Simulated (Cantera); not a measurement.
Input: 1 mol AlCl3, 0.77 mol O2, 170 mol N2, equilibrated at 1.33 mbar.

Cantera equilibrium calculation (NASA polynomials, part measured and part estimated; ideal gas, pure solids and liquids). Candidate condensed phases: Al, AlCl3, AlN, Al2O3; 24 gas species. Equilibrium is a limit: real reactors are often held back by kinetics, nucleation or transport. All values below are at 1127 °C.

Base state: N2 0.983, Cl 0.0164, Cl2 0.000446, O2 0.000110, NO 1.85e-5 (mole fractions); condensed: Al2O3(s).

Task: What changes in the equilibrium state with this change: N2 from 170 to 18 mol?

Result: 
| species | before | after |
|---|---|---|
| N2 | 0.983 | 0.873 |
| Cl | 0.0164 | 0.107 |
| Cl2 | 0.000446 | 0.0189 |
| AlCl3 | 4.67e-6 | 0.000227 |
| O2 | 0.000110 | 0.00111 |
| NO | 1.85e-5 | 5.54e-5 |
| Al2O3(s), mol | 0.500 | 0.498 |

Task: What changes in the equilibrium state with this change: pressure from 1.33 mbar to 0.133 bar?

Result: 
```json
[
 {"species": "N2", "before": "0.983", "after": "0.988"},
 {"species": "Cl", "before": "0.0164", "after": "0.00588"},
 {"species": "Cl2", "before": "0.000446", "after": "0.00570"},
 {"species": "AlCl3", "before": "4.67e-6", "after": "5.44e-5"},
 {"species": "O2", "before": "0.000110", "after": "0.000146"},
 {"species": "NO", "before": "1.85e-5", "after": "2.14e-5"},
 {"species": "Al2O3(s), mol", "before": "0.500", "after": "0.495"}
]
```
